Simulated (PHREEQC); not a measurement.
A column of 0.2 m (30 cells, dispersivity 0.01 m, 720 s a shift, diffusion coefficient 3e-10 m²/s) holds 0.0045 eq of the database's cation exchanger X per kg of pore water, first in equilibrium with 0.023 mol/kgw CdCl2, 0.00072 mol/kgw PbCl2 and 1e-05 mol/kgw HCl. It is flushed with 5.2 mmol/kgw ZnCl2 and 0.01 mmol/kgw HCl, at 40 °C. Values are for the last cell. The system is closed to CO2. Precipitation was switched off in this run.

Base run: PHREEQC, ion-association model, phreeqc.dat. Each further column changes one thing. The table gives Zn in solution (mol/kgw).

| pore volumes | base | exchange capacity from 0.0045 to 0.0022 eq/kgw | dispersivity from 0.01 to 0.02 m |
|---|---|---|---|
| 0 | 0 | 0 | 0 |
| 0.3167 | 1.56e-8 | 7.33e-8 | ? |
| 0.6167 | 9.24e-5 | 0.000201 | 0.000361 |
| 0.9167 | 0.000853 | 0.00147 | 0.00136 |
| 1.217 | 0.00199 | 0.00298 | 0.00239 |
| 1.517 | 0.00311 | 0.00404 | ? |
| 1.817 | 0.00407 | 0.00469 | ? |
| 2.117 | 0.00468 | 0.00500 | 0.00437 |
| 2.417 | 0.00499 | 0.00513 | 0.00470 |
| 2.717 | 0.00512 | 0.00518 | 0.00492 |
| 3.017 | 0.00517 | 0.00519 | 0.00504 |

### Question
Fill in the missing entries.

### Answer

- 0.3167, dispersivity from 0.01 to 0.02 m: 3.81e-6
- 1.517, dispersivity from 0.01 to 0.02 m: 0.00322
- 1.817, dispersivity from 0.01 to 0.02 m: 0.00388

Constants without temperature data keep their 25 °C values here.
